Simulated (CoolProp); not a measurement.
Normal hydrogen along the isobar 7.7 MPa: Z from the reference equation and from simpler models built on Tc = 33.1 K, pc = 1.296 MPa, ω = -0.219; each cubic takes its own stable root.

Values from CoolProp's reference Helmholtz-energy equation of state, Leachman 2009.

```csv
T (K),phase,reference
29,liquid,0.9050
50.3,supercritical,0.8048
71.6,supercritical,0.9473
92.9,supercritical,1.016
114.2,supercritical,1.043
135.5,supercritical,1.054
156.8,supercritical,1.057
178.1,supercritical,1.058
199.4,supercritical,1.056
220.7,supercritical,1.054
```

Q: How far does each simpler model (van der Waals, Soave-Redlich-Kwong, Peng-Robinson) lie from the reference over these 10 states: mean and median of the absolute difference, and the worst?

A: 
- van der Waals: mean 5.3 %, median 1.1 %, worst +24.8 % at 29 K and 7.7 MPa
- Soave-Redlich-Kwong: mean 1.7 %, median 1.3 %, worst -5.3 % at 29 K and 7.7 MPa
- Peng-Robinson: mean 6.4 %, median 5.6 %, worst -15.2 % at 29 K and 7.7 MPa
